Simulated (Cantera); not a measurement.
## Premixed flame

A freely propagating, adiabatic, planar premixed flame of 20.8 % H₂, 14.0 % O₂, 52.7 % N₂, 12.5 % H₂O, equivalence ratio 0.74, unburnt at 425 K and 470000 Pa; multicomponent transport, grid criteria slope 0.08 and curve 0.16, no radiation.

Model: the H2/O2 subset of GRI-Mech 3.0, which has no nitrogen chemistry, integrated in Cantera. The hydrogen kinetics of GRI-Mech 3.0 are dated; newer H2 mechanisms differ, most at raised pressure. Burning velocities carry a grid error of a few per cent, more on coarse grids.

```tsv
z (mm)	T (K)	u (m/s)	x H₂	x O₂	x H₂O	x OH	x H₂O₂	x O
-0.290	425	0.667	0.204	0.141	0.125	<1e-8	5.95e-8	<1e-8
-0.194	429	0.666	0.195	0.142	0.127	<1e-8	1.07e-6	<1e-8
-0.145	439	0.672	0.183	0.144	0.130	<1e-8	5.24e-6	<1e-8
-0.0968	490	0.730	0.154	0.147	0.141	<1e-8	3.69e-5	1.53e-8
-0.0484	782	1.12	0.0978	0.135	0.189	5.72e-6	0.000233	4.03e-6
-0.0242	1115	1.58	0.0634	0.112	0.239	0.000257	0.000234	0.000124
0	1443	2.03	0.0331	0.0828	0.294	0.00156	2.14e-5	0.000760
0.0242	1640	2.31	0.0154	0.0622	0.328	0.00372	4.65e-6	0.00123
0.0484	1741	2.45	0.00812	0.0531	0.343	0.00482	3.17e-6	0.00116
0.0968	1826	2.57	0.00339	0.0478	0.354	0.00443	1.86e-6	0.000669
0.194	1870	2.63	0.00112	0.0461	0.360	0.00287	9.10e-7	0.000236
0.387	1886	2.65	0.000307	0.0458	0.362	0.00166	4.06e-7	7.28e-5
0.774	1890	2.66	0.000124	0.0459	0.362	0.00115	2.44e-7	3.42e-5
```
x: mole fraction of selected species; z is measured from the peak of heat release.

- laminar burning velocity: 66.9 cm/s
- thermal thickness: 0.0968 mm
- peak x(OH): 0.00491
- peak x(H₂O₂): 0.000279
- peak x(O): 0.00125
- grid points: 109
